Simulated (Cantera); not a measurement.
Thermodynamics of iron carbonyl, mercury and lead vapours, feed Hg + O2 + H2

Charge: 1 mol Hg, 1.7 mol O2, 1.4 mol H2, equilibrated at 1.00 bar.

Cantera equilibrium calculation (NASA polynomials, part measured and part estimated; ideal gas, pure solids and liquids). Candidate condensed phases: H2O, Hg, HgO; 10 gas species. Kinetics and transport are ignored.

At 377 °C the condensed part is HgO(s). From 427 °C to 827 °C nothing is condensed. The main Hg-bearing gas is Hg throughout.

```
T (°C)  log p H2O  log p Hg  log p O2  log p OH  n HgO(s)
------  ---------  --------  --------  --------  --------
377         -0.17     -1.27     -0.57    -11.06     0.888
427         -0.39     -0.53     -0.53    -10.23         0
477         -0.39     -0.53     -0.53     -9.42         0
527         -0.39     -0.53     -0.53     -8.72         0
577         -0.39     -0.53     -0.53     -8.09         0
627         -0.39     -0.53     -0.53     -7.54         0
677         -0.39     -0.53     -0.53     -7.04         0
727         -0.39     -0.53     -0.53     -6.60         0
777         -0.39     -0.53     -0.53     -6.19         0
827         -0.39     -0.53     -0.53     -5.82         0
```
log p: log10 of the partial pressure in bar; n: condensed amount in mol.
